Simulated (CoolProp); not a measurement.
Values from CoolProp's reference Helmholtz-energy equation of state, Span 1996.

Problem. Give the vapour pressure (bar), liquid density (kg/m³), enthalpy of vaporisation (kJ/kg), vapour viscosity (µPa s) of saturated carbon dioxide at -25.35, -14.45 °C.

Solution. 
| T (°C) | p (bar) | liquid density (kg/m³) | enthalpy of vaporisation (kJ/kg) | vapour viscosity (µPa s) |
|---|---|---|---|---|
| -25.35 | 16.6 | 1060 | 294 | 12.6 |
| -14.45 | 23.3 | 1010 | 270 | 13.3 |

Viscosity comes from a separate model (Laesecke 2017).
